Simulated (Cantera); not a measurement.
Charge: 1 mol B2H6, 0.22 mol H2O, 76 mol N2, at 59.3 Torr.

Method: chemical equilibrium by Gibbs-energy minimisation in Cantera with the NASA 1993 tables (ideal gas, pure condensed phases). Candidate condensed phases: B, BN, B2O3, B3O3H3, H2O; 39 gas species. The feed counts by its element totals alone. N2 is the only nitrogen source here; it is nearly inert below about 1500 K, so the nitride shown seldom forms there in practice. Mutual solubility and eutectic melting of coexisting phases are not modelled. The numbers say what is thermodynamically allowed, not how fast it happens.

### Question
Which condensed phases are stable at each of these points (T (°C)): 800, 950, 1100, 1250, 1400, 1550, 1700?

### Answer
```
T (°C)  condensed phases  B condensed (%)
------  ----------------  ---------------
800      BN(s) + B2O3(l)            100.0
950      BN(s) + B2O3(l)             99.8
1100     BN(s) + B2O3(l)             98.6
1250               BN(s)             93.8
1400               BN(s)             92.4
1550               BN(s)             90.6
1700               BN(s)             89.3
```

From 800 °C to 1100 °C the condensed part is BN(s) + B2O3(l). From 1250 °C to 1700 °C the condensed part is BN(s).
